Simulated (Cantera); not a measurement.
Charge: 1 mol Al2O3, 0.52 mol SiCl4, 1.9 mol O2, at 188 Torr.

Method: chemical equilibrium by Gibbs-energy minimisation in Cantera with the NASA 1993 tables (ideal gas, pure condensed phases). Candidate condensed phases: Al, AlCl3, Al2O3, Al2SiO5, Al6Si2O13, Si, SiO2; 26 gas species. Mutual solubility and eutectic melting of coexisting phases are not modelled. Condensed phases not in the tables: alloys, solid solutions and most ternary compounds. Equilibrium is a limit: real reactors are often held back by kinetics, nucleation or transport.

x: gas mole fraction; n: condensed amount in mol.

| T (K) | x O2 | x Cl2 | x Cl | x ClO | x AlCl3 | x O | x SiCl4 | n Al2O3(s) | n Al2SiO5(andalusite) | n Al6Si2O13(mullite) |
|---|---|---|---|---|---|---|---|---|---|---|
| 1098 | 0.570 | 0.428 | 0.00193 | 3.56e-5 | … | 3.58e-9 | 9.76e-11 | 0.480 | 0.520 | 0 |
| 1148 | 0.569 | 0.427 | 0.00350 | 5.78e-5 | … | 1.20e-8 | 3.10e-10 | 0.220 | 0 | 0.260 |
| 1198 | 0.568 | 0.425 | 0.00604 | 8.99e-5 | … | 3.62e-8 | 8.52e-10 | 0.220 | 0 | 0.260 |
| 1248 | 0.567 | 0.423 | 0.00995 | 0.000135 | … | 1.00e-7 | 2.15e-9 | 0.220 | 0 | 0.260 |
| 1298 | 0.566 | 0.418 | 0.0158 | 0.000196 | … | 2.57e-7 | 5.02e-9 | 0.220 | 0 | 0.260 |
| 1348 | 0.563 | 0.412 | 0.0241 | 0.000275 | … | 6.12e-7 | 1.09e-8 | 0.220 | 0 | 0.260 |
| 1398 | 0.560 | 0.404 | 0.0356 | 0.000376 | … | 1.37e-6 | 2.21e-8 | 0.220 | 0 | 0.260 |

Question: Complete the blanks.

Answer: 
- 1098, x AlCl3: 1.84e-7
- 1148, x AlCl3: 5.97e-7
- 1198, x AlCl3: 1.74e-6
- 1248, x AlCl3: 4.65e-6
- 1298, x AlCl3: 1.14e-5
- 1348, x AlCl3: 2.60e-5
- 1398, x AlCl3: 5.53e-5
